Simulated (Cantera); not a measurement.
Input: 1 mol Si2Cl6, a varied amount of NH3, held at 8200 Pa.

These are equilibrium values from Cantera (NASA tables, ideal gas, pure condensed phases), not measurements of a reactor. Candidate condensed phases: NH4Cl, Si, Si3N4; 28 gas species. The feed counts by its element totals alone. Mutual solubility and eutectic melting of coexisting phases are not modelled. The tables' values for SiCl3 are old estimates. The numbers say what is thermodynamically allowed, not how fast it happens.

What condenses at these points (T in K, n(NH3) in mol): (1873, 3.1); (973, 3.1); (1973, 4.4); (1673, 0.79); (1273, 0.79); (973, 1.1); (1073, 0.56)?


```tsv
T (K)	n(NH3) in mol	condensed phases	Si condensed (%)
1873	3.1	gas only	0.0
973	3.1	Si3N4	62.4
1973	4.4	Si	2.2
1673	0.79	gas only	0.0
1273	0.79	Si3N4	29.6
973	1.1	Si3N4	38.8
1073	0.56	Si + Si3N4	23.2
```
